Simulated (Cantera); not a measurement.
A closed system holds: 1 mol PbO, 0.71 mol N2, 0.28 mol CO, at 0.370 bar.

These are equilibrium values from Cantera (NASA tables, ideal gas, pure condensed phases), not measurements of a reactor. Candidate condensed phases: C, Pb, PbO, PbO2, Pb3O4; 27 gas species. Each liquid is taken as pure. Mutual solubility and eutectic melting of coexisting phases are not modelled. Gases not in the tables: (PbO)n polymers. The numbers say what is thermodynamically allowed, not how fast it happens.

x: gas mole fraction; n: condensed amount in mol.

```
T (°C)   x N2  x CO2      x Pb     x PbO      x CO  n Pb(l)  n PbO(yellow)  n PbO(l)
------  -----  -----  --------  --------  --------  -------  -------------  --------
875     0.717  0.283  0.000757   5.85e-5   7.98e-5    0.279          0.720         0
925     0.716  0.282   0.00169  0.000177  0.000116    0.278              0     0.720
975     0.714  0.282       [?]       [?]       [?]    0.276              0     0.720
1025    0.711  0.280   0.00691   0.00118  0.000236    0.273              0     0.719
1075    0.706  0.278       [?]       [?]       [?]    0.267              0     0.718
1125    0.696  0.274    0.0230   0.00587  0.000432    0.256              0     0.714
1175    0.680  0.268    0.0394    0.0120  0.000559    0.238              0     0.708
1225    0.654  0.257    0.0651    0.0232  0.000701    0.209              0     0.695
```

Question: What belongs in the gaps?

Answer: 
- 975, x Pb: 0.00351
- 975, x PbO: 0.000476
- 975, x CO: 0.000168
- 1075, x Pb: 0.0129
- 1075, x PbO: 0.00272
- 1075, x CO: 0.000324
